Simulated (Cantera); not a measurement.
A perfectly stirred reactor is fed with 38.8 % H2, 12.1 % O2, 45.4 % N2, 3.72 % H2O, at 165 Torr; it is adiabatic with a 375 K inlet, and is followed from long to short residence time, starting on the burning branch (τ in s: 0.23, 0.12, 0.061, 0.031, 0.016, 0.0082, 0.0042, 0.0022, 0.0011, 0.00058, 0.0003, 0.00015, 7.9e-05).

Detailed kinetics in Cantera: the H2/O2 subset of GRI-Mech 3.0, which has no nitrogen chemistry.

Task: Predict: blow-out, bracketed by the residence times tried; x(H2) at τ = 0.230 s; x(O2) at τ = 0.230 s; x(H2O) at τ = 0.230 s; x(OH) at τ = 0.230 s; x(H) at τ = 0.230 s; x(H2) at τ = 4.20 ms; x(O2) at τ = 4.20 ms; x(H2O) at τ = 4.20 ms; x(OH) at τ = 4.20 ms; x(H) at τ = 4.20 ms.

Result: 
| Quantity | Value |
|---|---|
| blow-out, bracketed by the residence times tried | burning at 0.150 ms, out at 79.0 µs |
| x(H2) at τ = 0.230 s | 0.161 |
| x(O2) at τ = 0.230 s | 0.000105 |
| x(H2O) at τ = 0.230 s | 0.313 |
| x(OH) at τ = 0.230 s | 0.00240 |
| x(H) at τ = 0.230 s | 0.0100 |
| x(H2) at τ = 4.20 ms | 0.144 |
| x(O2) at τ = 4.20 ms | 0.00202 |
| x(H2O) at τ = 4.20 ms | 0.294 |
| x(OH) at τ = 4.20 ms | 0.00697 |
| x(H) at τ = 4.20 ms | 0.0511 |
